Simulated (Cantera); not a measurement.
Cantera with NASA thermochemical tables; ideal gases at 1 bar, condensed phases pure. Values are per mole of reaction as written; species without (g) are pure solids or liquids, kept so even where they would boil at 1 bar.

Ca(OH)2 + 2 H(g) = Ca(g) + 2 H2O(g), with ΔH° = 244.2 kJ and ΔS° = 219.4 J/K at 300 K.

**Question.** How far is the shortcut ΔG° ≈ ΔH°(300 K) − T·ΔS°(300 K) from the full temperature-dependent value at 473, 498, 523, 548, 573, 598, 623 K?

**Answer.** 
| T (K) | shortcut (kJ) | full (kJ) | difference (kJ) | difference in log10 K |
|---|---|---|---|---|
| 473 | 140.4 | 142.4 | -2.0 | 0.22 |
| 498 | 134.9 | 137.5 | -2.6 | 0.27 |
| 523 | 129.4 | 132.6 | -3.2 | 0.32 |
| 548 | 123.9 | 127.9 | -3.9 | 0.38 |
| 573 | 118.4 | 123.2 | -4.7 | 0.43 |
| 598 | 113.0 | 118.5 | -5.6 | 0.49 |
| 623 | 107.5 | 113.9 | -6.5 | 0.54 |
The shortcut ignores the heat-capacity change of the reaction.
